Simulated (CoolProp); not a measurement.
A Linde-Hampson liquefier for ethylene: isothermal reversible compression at 320 K from 1 atm to 40 MPa, throttling to 1 atm, return gas leaving the recuperator 5 K below the feed. Each further row changes one setting.

Values from CoolProp's reference Helmholtz-energy equation of state, Smukala 2000.

```
case                        liquid yield per pass  compression work (kJ/kg of gas)
--------------------------  ---------------------  -------------------------------
as stated                                   0.421                              468
high pressure 80 MPa                            ?                                ?
warm-end temperature 350 K                      ?                                ?
warm-end gap 10 K                           0.414                              468
```

Question: What belongs in the gaps?

Answer: 
- high pressure 80 MPa, liquid yield per pass: 0.377
- high pressure 80 MPa, compression work (kJ/kg of gas): 554
- warm-end temperature 350 K, liquid yield per pass: 0.355
- warm-end temperature 350 K, compression work (kJ/kg of gas): 539
